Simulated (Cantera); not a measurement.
A closed system holds: 1 mol MgO, 8.3 mol CO, at 26.0 Pa.

These are equilibrium values from Cantera (NASA tables, ideal gas, pure condensed phases), not measurements of a reactor. Candidate condensed phases: C, Mg, MgCO3, MgO; 15 gas species. Equilibrium is a limit: real reactors are often held back by kinetics, nucleation or transport.

Problem. What share of the Mg ends up in condensed phases as a function of T (K), at 873, 1023, 1173, 1323, 1473, 1623, 1773, 1923, 2073, 2223, 2373, 2523, 2673?

Solution. 
```json
[
 {"T (K)": "873", "Mg condensed (%)": "100.0", "as": "MgO(s)"},
 {"T (K)": "1023", "Mg condensed (%)": "100.0", "as": "MgO(s)"},
 {"T (K)": "1173", "Mg condensed (%)": "100.0", "as": "MgO(s)"},
 {"T (K)": "1323", "Mg condensed (%)": "99.9", "as": "MgO(s)"},
 {"T (K)": "1473", "Mg condensed (%)": "99.3", "as": "MgO(s)"},
 {"T (K)": "1623", "Mg condensed (%)": "96.0", "as": "MgO(s)"},
 {"T (K)": "1773", "Mg condensed (%)": "83.4", "as": "MgO(s)"},
 {"T (K)": "1923", "Mg condensed (%)": "45.5", "as": "MgO(s)"},
 {"T (K)": "2073", "Mg condensed (%)": "0.0", "as": "-"},
 {"T (K)": "2223", "Mg condensed (%)": "0.0", "as": "-"},
 {"T (K)": "2373", "Mg condensed (%)": "0.0", "as": "-"},
 {"T (K)": "2523", "Mg condensed (%)": "0.0", "as": "-"},
 {"T (K)": "2673", "Mg condensed (%)": "0.0", "as": "-"}
]
```
